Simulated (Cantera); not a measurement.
Charge: 1 mol Si₂H₆, 0.34 mol NO, equilibrated at 1748.15 K and 10.0 mbar.

Equilibrium computed with Cantera from the NASA thermochemical tables; the gas is ideal and each condensed phase is pure. Candidate condensed phases: H₂O, Si, SiO₂, Si₂N₂O, Si₃N₄; 35 gas species. The feed counts by its element totals alone. Gases not in the tables: Si₂H₆ and higher silanes. The numbers say what is thermodynamically allowed, not how fast it happens.

Base state: H₂ 0.853, SiO 0.0967, N₂ 0.0484, H 0.00211, Si 0.000146, SiH 1.79e-5, SiH₂ 1.75e-5 (mole fractions); condensed: Si(l).

Question: What changes in the equilibrium state with this change: temperature from 1748.15 K to 1550 K?

Answer: 
| species | before | after |
|---|---|---|
| H₂ | 0.853 | 0.946 |
| SiO | 0.0967 | 0.0537 |
| H | 0.00211 | 0.000306 |
| N₂ | 0.0484 | 6.41e-5 |
| Si | 0.000146 | 3.32e-6 |
| SiH | 1.79e-5 | 8.49e-7 |
| Si(l), mol | 1.66 | 0 |
| Si(s), mol | 0 | 1.49 |
| Si₂N₂O(s), mol | 0 | 0.170 |
Mutual solubility and eutectic melting of coexisting phases are not modelled.

Question: What changes in the equilibrium state with this change: pressure from 10.0 mbar to 0.120 bar?

Answer: 
| species | before | after |
|---|---|---|
| H₂ | 0.853 | 0.944 |
| SiO | 0.0967 | 0.0542 |
| N₂ | 0.0484 | 0.000666 |
| Si | 0.000146 | 1.22e-5 |
| H | 0.00211 | 0.000642 |
| SiH | 1.79e-5 | 5.44e-6 |
| SiH₂ | 1.75e-5 | 1.94e-5 |
| Si(l), mol | 1.66 | 1.49 |
| Si₂N₂O(s), mol | 0 | 0.168 |
Mutual solubility and eutectic melting of coexisting phases are not modelled.

Question: What changes in the equilibrium state with this change: temperature from 1748.15 K to 1350 K?

Answer: 
| species | before | after |
|---|---|---|
| H₂ | 0.853 | 0.998 |
| SiO | 0.0967 | 0.00247 |
| H | 0.00211 | 2.38e-5 |
| N₂ | 0.0484 | 1.07e-7 |
| Si | 0.000146 | 1.99e-8 |
| SiH | 1.79e-5 | 1.27e-8 |
| SiH₂ | 1.75e-5 | 1.74e-7 |
| Si(l), mol | 1.66 | 0 |
| Si(s), mol | 0 | 1.57 |
| SiO₂(β-quartz), mol | 0 | 0.0813 |
| Si₂N₂O(s), mol | 0 | 0.170 |
Mutual solubility and eutectic melting of coexisting phases are not modelled. The tables hold silica as quartz up to 1696 K and as liquid above; real silica turns to tridymite and cristobalite and melts near 1996 K.
